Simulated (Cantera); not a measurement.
Premixed flame

A freely propagating, adiabatic, planar premixed flame of 41.0 % H2, 7.58 % O2, 33.4 % N2, 18.0 % H2O, equivalence ratio 2.7, unburnt at 400 K and 0.450 bar; mixture-averaged transport, grid criteria slope 0.08 and curve 0.16, no radiation.

Cantera simulation using the H2/O2 subset of GRI-Mech 3.0, which has no nitrogen chemistry; the numbers are that mechanism's predictions, not measurements. Burning velocities carry a grid error of a few per cent, more on coarse grids.

```csv
z (mm),T (K),u (m/s),x H2,x O2,x H2O,x HO2,x H,x O
-3.06,400,1.97,0.410,0.0758,0.180,<1e-8,<1e-8,<1e-8
-2.04,400,1.97,0.410,0.0758,0.180,<1e-8,<1e-8,<1e-8
-1.53,400,1.97,0.410,0.0758,0.180,4.36e-8,<1e-8,<1e-8
-1.02,402,1.97,0.409,0.0760,0.181,1.29e-6,<1e-8,2.15e-8
-0.510,460,2.22,0.396,0.0762,0.187,0.000205,3.20e-5,4.28e-6
-0.255,676,3.20,0.370,0.0690,0.211,0.000170,0.00167,6.51e-5
0,947,4.41,0.333,0.0517,0.253,6.74e-5,0.00919,0.000296
0.255,1143,5.28,0.296,0.0287,0.299,2.80e-5,0.0204,0.000571
0.510,1251,5.77,0.273,0.0116,0.331,1.02e-5,0.0275,0.000424
1.02,1336,6.16,0.262,0.00146,0.351,1.17e-6,0.0281,0.000114
2.04,1398,6.42,0.264,6.74e-5,0.355,5.34e-8,0.0217,4.41e-5
4.08,1450,6.63,0.269,1.41e-5,0.357,1.30e-8,0.0145,2.22e-5
8.16,1489,6.79,0.272,5.69e-6,0.358,<1e-8,0.00886,9.09e-6
```
x: mole fraction of selected species; z is measured from the peak of heat release.

The laminar burning velocity is 197 cm/s and the thermal thickness is 1.02 mm. The peak x(HO2) is 0.000265. The peak x(H) is 0.0291 and the peak x(O) is 0.000574. The grid points comes out as 121.
